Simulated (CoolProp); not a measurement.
Saturation properties of R236FA (Tc = 398.1 K, pc = 3191 kPa, ω = 0.377).

Values from CoolProp's reference Helmholtz-energy equation of state, Pan 2012.

| T (K) | p (kPa) | vapour density (kg/m³) | liquid cp (kJ/(kg K)) | surface tension (mN/m) | liquid viscosity (µPa s) | liquid conductivity (mW/(m K)) |
|---|---|---|---|---|---|---|
| 274.1 | 112.0 | 7.866 | 1.197 | 12.6 | 391 | (withheld) |
| 277.8 | 129.9 | 9.055 | 1.202 | 12.1 | 372 | 79.1 |
| 281.5 | 150.0 | 10.38 | 1.207 | 11.6 | 354 | 78.0 |
| 285.2 | 172.4 | 11.86 | 1.213 | 11.2 | 337 | 76.9 |
| 288.9 | 197.4 | 13.50 | 1.220 | (withheld) | 322 | (withheld) |
| 292.7 | 225.8 | 15.36 | 1.227 | 10.2 | 306 | 74.7 |
| 296.4 | 256.4 | 17.37 | 1.234 | 9.80 | 292 | 73.6 |
| 300.1 | 290.1 | 19.58 | 1.242 | 9.35 | 279 | 72.5 |
| 303.8 | 327.1 | 22.01 | 1.250 | 8.92 | 266 | 71.5 |
| 307.5 | 367.6 | 24.69 | 1.259 | 8.48 | 255 | 70.4 |
| 311.2 | 411.8 | 27.63 | 1.268 | 8.05 | 243 | 69.4 |
| 314.9 | 460.0 | 30.84 | 1.278 | 7.62 | (withheld) | 68.3 |
| 318.6 | 512.3 | 34.37 | 1.289 | 7.20 | 222 | 67.3 |
| 322.3 | 569.0 | 38.23 | 1.300 | 6.79 | 212 | 66.2 |
| 326 | 630.4 | 42.45 | 1.313 | (withheld) | 202 | 65.2 |

### Question
Some entries are withheld; supply them.

### Answer

- 274.1, liquid conductivity (mW/(m K)): 80.2
- 288.9, surface tension (mN/m): 10.7
- 288.9, liquid conductivity (mW/(m K)): 75.8
- 314.9, liquid viscosity (µPa s): 232
- 326, surface tension (mN/m): 6.38

It boils at 271.7 K under 1 atm.

Viscosity comes from a separate model (Huber 2003), an estimate that may be off by 10 % or more. Thermal conductivity comes from a separate model (Huber 2003), an estimate that may be off by 10 % or more. Surface tension comes from a separate correlation (Mulero 2012).
